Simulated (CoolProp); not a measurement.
Vapour-liquid equilibrium of n-butane (1) + acetone (2) at 91.95 °C; x and y are mole fractions of (1).

The numbers come from the multi-fluid Helmholtz-energy mixture model, Bücker 2006 and Lemmon 2006; pair parameters Bell 2016 in CoolProp.

```csv
x,"bubble pressure, mixture model (kPa)","bubble pressure, Raoult's law (kPa)","y, mixture model","y, Raoult's law"
0.05,439.6,351.1,0.321,0.185
0.2,756.6,501.0,0.628,0.519
0.35,949.9,650.8,0.725,0.699
0.5,1069,800.6,0.776,0.812
0.65,1156,950.4,0.819,0.889
0.8,1231,1100,0.872,0.945
0.95,1290,1250,0.958,0.988
```

The largest gap from Raoult's law is +51.0 % in bubble pressure, at x = 0.2. No azeotrope shows between x = 0.05 and 0.95.

The pair parameters rest on a limited set of measurements; away from them the model extrapolates. With so large a gap from Raoult's law the liquid may split in two, which this calculation doesn't test in full.
